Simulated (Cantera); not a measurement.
## Diamond growth

A diamond (100) surface in a fixed gas of H2 with x(CH4) = 0.0031, x(H) = 0.00032, x(CH3) = 2.6e-05, at 1100 K; coverages are run to steady state.

Model: the Harris–Goodwin 1993 mechanism for the reconstructed diamond (100) surface, integrated in Cantera.

```
P (Pa)  growth (µm/h)  θ c6HH  θ c6H*  θ c6*H  θ c6**    θ c6HM
------  -------------  ------  ------  ------  ------  --------
1000           0.0107   0.544  0.0263   0.416  0.0113  0.000818
1700           0.0243   0.544  0.0263   0.416  0.0113   0.00136
2900           0.0580   0.543  0.0262   0.416  0.0113   0.00223
4700            0.131   0.542  0.0262   0.415  0.0113   0.00341
7800            0.307   0.541  0.0261   0.414  0.0112   0.00518
13000           0.714   0.539  0.0260   0.412  0.0112   0.00753
21000            1.52   0.537  0.0259   0.410  0.0111    0.0102
35000            3.23   0.535  0.0258   0.408  0.0111    0.0132
```
θ: site fractions in the mechanism's names (c6HH fully hydrogenated, c6H* and c6*H radical sites, c6** diradical, c6HM methylated).
